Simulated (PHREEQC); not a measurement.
Na2SO4 is added in steps, without added water, to 1 kg of water holding 0.015 mol/kgw HF, 5.1e-05 mol/kgw (CH3)4NF, 0.00013 mol/kgw H4SiO4 and 0.00033 mol/kgw HCl, at 25 °C. O2 is buffered at 0.21 atm. No CO2 enters from the air. Solids allowed: Quartz, Halite. Others were left out.

Base run: PHREEQC, ion-association model, phreeqc.dat. Each further column changes one thing. The table gives HSO4- (mol/kgw).

```
Na2SO4 added (mol)      base  metal-ligand complexes left out  Debye-Hückel limiting law  Davies equation for every ion  database wateq4f.dat
------------------  --------  -------------------------------  -------------------------  -----------------------------  --------------------
0                          0                                0                          0                              0                     0
0.002875            0.000473                         0.000479                   0.000448                       0.000466              0.000464
0.00575             0.000830                         0.000848                          ?                       0.000814              0.000815
0.007188            0.000983                          0.00101                          ?                       0.000962              0.000964
0.01006              0.00125                          0.00129                    0.00111                        0.00122               0.00123
0.01294              0.00149                          0.00154                    0.00129                        0.00145               0.00146
0.01581              0.00169                          0.00176                          ?                        0.00165               0.00166
0.01725              0.00179                          0.00186                          ?                        0.00174               0.00175
0.02013              0.00196                          0.00205                    0.00163                        0.00191               0.00193
0.023                0.00212                          0.00222                    0.00173                        0.00206               0.00209
```

Question: Some entries are withheld; supply them.

Answer: 
- 0.00575, Debye-Hückel limiting law: 0.000763
- 0.007188, Debye-Hückel limiting law: 0.000892
- 0.01581, Debye-Hückel limiting law: 0.00144
- 0.01725, Debye-Hückel limiting law: 0.00151

(CH3)4N+ isn't in the database: it is added as a free cation with an ion size of 4 Å. SiF6-2 is the database's only silicon fluoride. phreeqc.dat and wateq4f.dat share most of their constants, so their agreement is no independent check. Solids allowed in the column 'database wateq4f.dat': SiO2(a), Halite, Mirabilite.
